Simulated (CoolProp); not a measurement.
C3F8 (R218) at 293.15 K and 1.33 MPa flows at 5.7 m/s in a round tube of 12.7 mm bore and 0.25 µm roughness, fully developed (64/Re and Nu = 3.66 if laminar; Colebrook and Gnielinski if turbulent). Each further row changes one setting.

The numbers come from the reference Helmholtz-energy equation of state, Lemmon 2006 in CoolProp. It is a short technical equation, of lower accuracy than the large ones.

```csv
case,Reynolds number,Darcy friction factor,pressure drop (Pa/m),heat-transfer coefficient (W/(m² K)),mass flow (kg/h)
as stated,532000,0.0133,23200,7760,3540
velocity 11.4 m/s,1060000,0.0120,83300,14300,7070
diameter 25.4 mm,1060000,0.0118,10200,7060,14100
```

Viscosity comes from a separate model (Huber 2003), an estimate that may be off by 10 % or more. Thermal conductivity comes from a separate model (Huber 2003), an estimate that may be off by 10 % or more.
